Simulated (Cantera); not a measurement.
**Thermodynamics of hydrogen reduction and annealing atmospheres, feed ZrO2 + H2 + H2O**

A closed system holds: 1 mol ZrO2, 2.2 mol H2, 3.8 mol H2O, at 10.0 mbar.

Cantera equilibrium calculation (NASA polynomials, part measured and part estimated; ideal gas, pure solids and liquids). Candidate condensed phases: H2O, Zr, ZrO2; 12 gas species. The numbers say what is thermodynamically allowed, not how fast it happens.

| T (K) | log p H2O | log p H2 | log p H | log p OH | log p O | log p O2 | n ZrO2(monoclinic) | n ZrO2(tetragonal) |
|---|---|---|---|---|---|---|---|---|
| 1350 | -2.20 | -2.44 | -6.84 | -8.39 | -12.83 | -12.91 | 1.00 | 0 |
| 1450 | -2.20 | -2.44 | -6.24 | -7.62 | -11.48 | -11.57 | 1.00 | 0 |
| 1550 | -2.20 | -2.44 | -5.72 | -6.96 | -10.31 | -10.41 | 0 | 1.00 |
| 1650 | -2.20 | -2.44 | -5.26 | -6.37 | -9.28 | -9.39 | 0 | 1.00 |
| 1750 | -2.20 | -2.44 | -4.85 | -5.85 | -8.36 | -8.48 | 0 | 1.00 |
| 1850 | -2.20 | -2.44 | -4.49 | -5.38 | -7.55 | -7.67 | 0 | 1.00 |
| 1950 | -2.20 | -2.44 | -4.16 | -4.96 | -6.81 | -6.94 | 0 | 1.00 |
| 2050 | -2.20 | -2.45 | -3.87 | -4.59 | -6.15 | -6.28 | 0 | 1.00 |
log p: log10 of the partial pressure in bar; n: condensed amount in mol.

From 1350 K to 1450 K the condensed part is ZrO2(monoclinic). From 1550 K to 2050 K the condensed part is ZrO2(tetragonal).
